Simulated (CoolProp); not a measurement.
A closed Brayton cycle with carbon dioxide: compressor inlet 311.15 K and 8.1 MPa, high pressure 21.4 MPa, turbine inlet 790 K, compressor efficiency 0.85, turbine efficiency 0.85, recuperator effectiveness 0.9 (on enthalpy, no pinch check). Each further row changes one setting.

The numbers come from the reference Helmholtz-energy equation of state, Span 1996 in CoolProp.

```csv
case,thermal efficiency (%),net work (kJ/kg),compressor to turbine work,compressor exit (K),turbine exit (K)
as stated,31.4,78.2,0.32,374.5,682.8
turbine inlet 740 K,29.6,69.8,0.34,374.5,636.6
compressor inlet 321.15 K,___,67.0,___,___,682.8
high pressure 18.2 MPa,29.8,67.9,0.30,363.8,700.3
recuperator effectiveness 0.5,19.9,78.2,0.32,374.5,682.8
```

What belongs in the gaps?


- compressor inlet 321.15 K, thermal efficiency (%): 29.9
- compressor inlet 321.15 K, compressor to turbine work: 0.41
- compressor inlet 321.15 K, compressor exit (K): 400.4
